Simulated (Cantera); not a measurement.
Si2Cl6 + N2 + NH3 (silicon nitride deposition)

A closed system holds: 1 mol Si2Cl6, a varied amount of N2, 1.4 mol NH3, equilibrated at 1727 °C and 14.0 mbar.

Equilibrium computed with Cantera from the NASA thermochemical tables; the gas is ideal and each condensed phase is pure. Candidate condensed phases: NH4Cl, Si, Si3N4; 28 gas species. The feed counts by its element totals alone. The tables' values for SiCl3, SiCl, SiN are old estimates; treat these amounts as uncertain. Equilibrium is a limit: real reactors are often held back by kinetics, nucleation or transport.

From 3.7 mol N2 to 80 mol N2 nothing is condensed. The main Si-bearing gas is SiCl2 throughout.

| n(N2) (mol) | x N2 | x SiCl2 | x HCl | x H2 |
|---|---|---|---|---|
| 3.7 | 0.461 | 0.204 | 0.203 | 0.116 |
| 5.7 | 0.554 | 0.168 | 0.168 | 0.0956 |
| 8.9 | 0.650 | 0.132 | 0.132 | 0.0745 |
| 14 | 0.739 | 0.0976 | 0.0978 | 0.0551 |
| 21 | 0.806 | 0.0719 | 0.0724 | 0.0405 |
| 33 | 0.865 | 0.0494 | 0.0501 | 0.0277 |
| 52 | 0.909 | 0.0329 | 0.0338 | 0.0184 |
| 80 | 0.938 | 0.0219 | 0.0229 | 0.0122 |
x: gas mole fraction; nothing condenses.
